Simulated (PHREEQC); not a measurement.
Make-up at 25 °C: 40 mmol/kgw LiBr, 0.069 mmol/kgw MnCl2 and 11 mmol/kgw NaCl. Closed to the air; pH follows from the charge balance.

Computed with PHREEQC (ion-association model, wateq4f.dat).

| quantity | before | after |
|---|---|---|
| pH | 6.97 | 5.35 |
| MnCl+ (mol/kgw) | 1.45e-6 | 1.07e-6 |
| MnOH+ (mol/kgw) | 9.45e-9 | 1.88e-10 |
| MnCl2 (mol/kgw) | 4.65e-9 | 2.78e-9 |
| SI of Pyrochroite (Mn(OH)2) | -5.75 | -9.10 |

Q: Name the change that produced these shifts.
(A) LiBr from 0.04 to 0.004 mol/kgw
(B) NaCl replaced by SrCl2 at the same molality
(C) MnCl2 from 6.9e-05 to 0.00069 mol/kgw
(D) LiBr replaced by ZnBr2 at the same molality

A: D, LiBr replaced by ZnBr2 at the same molality

This is a speciation only: nothing precipitates in the calculation.
